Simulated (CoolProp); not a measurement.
Vapour pressure (MPa) of n-perfluoropentane: the reference equation beside estimates from Tc = 421.0 K, pc = 2.063 MPa, ω = 0.436. Clausius-Clapeyron is anchored at 298.3 K with a constant enthalpy of vaporisation of 26.46 kJ/mol.

The numbers come from the reference Helmholtz-energy equation of state, Gao 2022 in CoolProp.

```json
[
 {"T (K)": "285", "reference": "0.05094", "Clausius-Clapeyron": "0.05275", "van der Waals": "0.3479", "Redlich-Kwong": "0.1351", "Peng-Robinson": "0.05131"},
 {"T (K)": "288.3", "reference": "0.05846", "Clausius-Clapeyron": "0.05995", "van der Waals": "0.3694", "Redlich-Kwong": "0.1495", "Peng-Robinson": "0.05880"},
 {"T (K)": "291.6", "reference": "0.06685", "Clausius-Clapeyron": "0.06792", "van der Waals": "0.3917", "Redlich-Kwong": "0.1649", "Peng-Robinson": "0.06714"},
 {"T (K)": "294.9", "reference": "0.07616", "Clausius-Clapeyron": "0.07675", "van der Waals": "0.4150", "Redlich-Kwong": "0.1814", "Peng-Robinson": "0.07640"},
 {"T (K)": "298.3", "reference": "0.08680", "Clausius-Clapeyron": "0.08680", "van der Waals": "0.4398", "Redlich-Kwong": "0.1997", "Peng-Robinson": "0.08698"},
 {"T (K)": "301.6", "reference": "0.09820", "Clausius-Clapeyron": "0.09754", "van der Waals": "0.4649", "Redlich-Kwong": "0.2186", "Peng-Robinson": "0.09832"},
 {"T (K)": "304.9", "reference": "0.1107", "Clausius-Clapeyron": "0.1093", "van der Waals": "0.4908", "Redlich-Kwong": "0.2388", "Peng-Robinson": "0.1108"},
 {"T (K)": "308.2", "reference": "0.1245", "Clausius-Clapeyron": "0.1223", "van der Waals": "0.5177", "Redlich-Kwong": "0.2603", "Peng-Robinson": "0.1245"},
 {"T (K)": "311.6", "reference": "0.1400", "Clausius-Clapeyron": "0.1369", "van der Waals": "0.5463", "Redlich-Kwong": "0.2839", "Peng-Robinson": "0.1399"},
 {"T (K)": "314.9", "reference": "0.1565", "Clausius-Clapeyron": "0.1523", "van der Waals": "0.5751", "Redlich-Kwong": "0.3082", "Peng-Robinson": "0.1564"},
 {"T (K)": "318.2", "reference": "0.1744", "Clausius-Clapeyron": "0.1692", "van der Waals": "0.6049", "Redlich-Kwong": "0.3339", "Peng-Robinson": "0.1742"},
 {"T (K)": "321.5", "reference": "0.1939", "Clausius-Clapeyron": "0.1874", "van der Waals": "0.6356", "Redlich-Kwong": "0.3610", "Peng-Robinson": "0.1936"}
]
```

Absolute difference from the reference over all 12 rows, mean and median: Clausius-Clapeyron 2.0 and 2.0 %, van der Waals 376.4 and 358.4 %, Redlich-Kwong 121.7 and 119.2 %, Peng-Robinson 0.2 and 0.1 %.
